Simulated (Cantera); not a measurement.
Input (Python, Cantera) and output of one run.

```python
import numpy as np
import cantera as ct

gas_names = """
    CL CL2 H HCL H2 N NH NH2 NH3 N2 N2H2 N2H4 Si SiCL SiCL2 SiCL3 SiCL4 SiH SiHCL3 SiH2 SiH2CL2 SiH3
    SiH3CL SiH4 SiN Si2 Si2N Si3
""".split()
cond_names = """
    NH4CL(a) NH4CL(b) Si(cr) Si(L) Si3N4(a)
""".split()


def load(file, names, dense=False):
    # The tables refer to 1 bar. Condensed volumes are neglected.
    table = {s.name: s for s in ct.Species.list_from_file(file)}
    out = []
    for n in names:
        d = dict(table[n].input_data)
        d["thermo"] = dict(d["thermo"], **{"reference-pressure": 1e5})
        if dense:
            d["equation-of-state"] = {"model": "constant-volume", "density": "1e6 g/cm^3"}
        out.append(ct.Species.from_dict(d))
    return out


gas = ct.Solution(thermo="ideal-gas", species=load("nasa_gas.yaml", gas_names))
cond = {s.name: ct.Solution(thermo="fixed-stoichiometry", species=[s], name=s.name)
        for s in load("nasa_condensed.yaml", cond_names, dense=True)}
atoms = {
    'SiH4': {'Si': 1, 'H': 4},
    'Cl2': {'CL': 2},
    'N2': {'N': 2},
}
top_T = {'Si3N4(a)': 2400}  # K; cautious upper limits of use, not melting points


def equilibrate(T, P, feed):
    n = {}
    for name, mol in feed.items():
        for a, k in atoms[name].items():
            n[a] = n.get(a, 0.0) + k * mol
    gas.TPX = T, P, n
    mass = sum(n.values()) * gas.mean_molecular_weight
    gas.equilibrate("TP")
    valid = [c for c in cond.values() if c.min_temp <= T <= top_T.get(c.name, c.max_temp)]
    mix = ct.Mixture([(gas, mass / gas.mean_molecular_weight)] + [(c, 0.0) for c in valid])
    mix.T, mix.P = T, P
    mix.equilibrate("TP", solver="vcs", rtol=1e-11, max_steps=5000)
    return mix


results = []
feed = {'SiH4': 1, 'Cl2': 0.073, 'N2': 23}  # mol
T = 873  # K
P = 1000  # Pa
mix = equilibrate(T, P, feed)
results.append((T, P, feed, dict(zip(mix.species_names, mix.species_moles))))
print(gas.report(threshold=0.0001))
for i in range(1, mix.n_phases):
    print(f"{mix.phase(i).name:16s} {mix.phase_moles(i):12.5e} mol")
```

Result:

```
       temperature   873 K
          pressure   1000 Pa
           density   0.0035836 kg/m^3
  mean mol. weight   26.012 kg/kmol
   phase of matter   gas

                          1 kg             1 kmol
                     ---------------   ---------------
          enthalpy        6.4453e+05        1.6765e+07  J
   internal energy        3.6548e+05        9.5068e+06  J
           entropy            9986.8        2.5977e+05  J/K
    Gibbs function       -8.0739e+06       -2.1002e+08  J
 heat capacity c_p            1221.5             31773  J/K
 heat capacity c_v            901.82             23458  J/K

                      mass frac. Y      mole frac. X     chem. pot. / RT
                     ---------------   ---------------   ---------------
               HCL         0.0083843          0.005982           -46.387
                H2         0.0061192          0.078955           -24.323
                N2            0.9855           0.91506           -29.218
     [  +25 minor]         3.819e-07        3.4838e-07

Si(cr)            0.00000e+00 mol
Si3N4(a)          3.33333e-01 mol
```

Method: chemical equilibrium by Gibbs-energy minimisation in Cantera with the NASA 1993 tables (ideal gas, pure condensed phases). N2 is the only nitrogen source here; it is nearly inert below about 1500 K, so the nitride shown seldom forms there in practice.
